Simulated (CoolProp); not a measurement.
Properties of R1234yf along the isotherm 136.85 °C.

The numbers come from the reference Helmholtz-energy equation of state, Lemmon 2022 in CoolProp.

| p (MPa) | phase | speed of sound (m/s) | expansivity (1/kK) |
|---|---|---|---|
| 1.06 | gas | 167.4 | 3.245 |
| 2.12 | gas | 154.8 | 4.488 |
| 3.17 | gas | 141.8 | 6.547 |
| 4.23 | supercritical | … | 10.38 |
| 5.29 | supercritical | … | 17.00 |
| 6.35 | supercritical | 126.8 | 18.90 |
| 7.4 | supercritical | 151.7 | 13.60 |
| 8.46 | supercritical | 180.0 | 9.841 |
| 9.52 | supercritical | … | 7.760 |
| 10.6 | supercritical | 228.4 | 6.477 |
| 11.6 | supercritical | 247.3 | 5.676 |
| 12.7 | supercritical | 266.2 | 5.040 |
| 13.7 | supercritical | 281.9 | … |
| 14.8 | supercritical | 298.0 | 4.220 |
| 15.9 | supercritical | 312.9 | … |
| 16.9 | supercritical | … | … |

Question: What belongs in the gaps?

Answer: 
- 4.23, speed of sound (m/s): 128.8
- 5.29, speed of sound (m/s): 119.7
- 9.52, speed of sound (m/s): 205.5
- 13.7, expansivity (1/kK): 4.601
- 15.9, expansivity (1/kK): 3.912
- 16.9, speed of sound (m/s): 325.7
- 16.9, expansivity (1/kK): 3.680
